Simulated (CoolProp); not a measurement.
Vapour pressure (MPa) of cyclopentane: the reference equation beside estimates from Tc = 511.7 K, pc = 4.583 MPa, ω = 0.202.

The numbers come from the reference Helmholtz-energy equation of state, Gedanitz 2015 in CoolProp.

| T (K) | reference | van der Waals | Soave-Redlich-Kwong |
|---|---|---|---|
| 270.8 | 0.01269 | 0.1852 | 0.01224 |
| 299.8 | 0.04517 | 0.3464 | 0.04410 |
| 328.8 | 0.1245 | 0.5847 | 0.1230 |
| 357.8 | 0.2849 | 0.9134 | 0.2847 |
| 386.8 | 0.5684 | 1.344 | 0.5738 |
| 415.8 | 1.023 | 1.887 | 1.041 |
| 444.7 | 1.701 | 2.549 | 1.740 |
| 473.7 | 2.672 | 3.340 | 2.733 |
| 502.7 | 4.038 | 4.266 | 4.081 |

Absolute difference from the reference over all 9 rows, mean and median: van der Waals 324.2 and 136.5 %, Soave-Redlich-Kwong 1.7 and 1.8 %.
